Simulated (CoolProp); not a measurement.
Ethylbenzene at 463.25 K and 0.0544 MPa is throttled through a valve to 0.0092 MPa with no heat exchange. Each further row changes one setting.

The numbers come from the reference Helmholtz-energy equation of state, Zhou 2012 in CoolProp.

```tsv
case	temperature change (K)	final density (kg/m³)
as stated	-0.9	0.255
outlet pressure 0.00276 MPa	-1.0	0.0763
outlet pressure 0.012 MPa	-0.8	0.332
```
